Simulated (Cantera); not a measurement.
A closed system holds: 1 mol trisilylamine, 0.64 mol NH3, 0.18 mol H2, at 1473 K and 93.0 mbar.

These are equilibrium values from Cantera (NASA tables, ideal gas, pure condensed phases), not measurements of a reactor. Candidate condensed phases: Si, Si3N4; 18 gas species. The feed counts by its element totals alone. Mutual solubility and eutectic melting of coexisting phases are not modelled. The numbers say what is thermodynamically allowed, not how fast it happens.

Base state: H2 1.000, N2 0.000297, H 4.15e-5 (mole fractions); condensed: Si(s) + Si3N4(s).

What changes in the equilibrium state with this change: NH3 from 0.64 to 23 mol?


| species | before | after |
|---|---|---|
| H2 | 1.000 | 0.797 |
| N2 | 0.000297 | 0.203 |
| H | 4.15e-5 | 3.70e-5 |
| Si(s), mol | 1.77 | 0 |
| Si3N4(s), mol | 0.409 | 1.00 |
